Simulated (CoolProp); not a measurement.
Vapour-liquid equilibrium of ethanol (1) + cyclohexane (2) at 214 kPa; x and y are mole fractions of (1).

Computed with CoolProp (multi-fluid Helmholtz-energy mixture model, Schroeder 2014 and Zhou 2014; pair parameters Bell 2016).

### Question
Give the bubble temperature and the first vapour's composition at x = 0.5, 0.65, 0.95. Is there an azeotrope?

### Answer
x = 0.5: 88.7 °C, y = 0.523; x = 0.65: 88.9 °C, y = 0.555; x = 0.95: 95.7 °C, y = 0.863. y crosses x between x = 0.5 and 0.65: the model has an azeotrope there.

Pair parameters are fitted to limited data, so mixtures are less certain than the pure fluids.
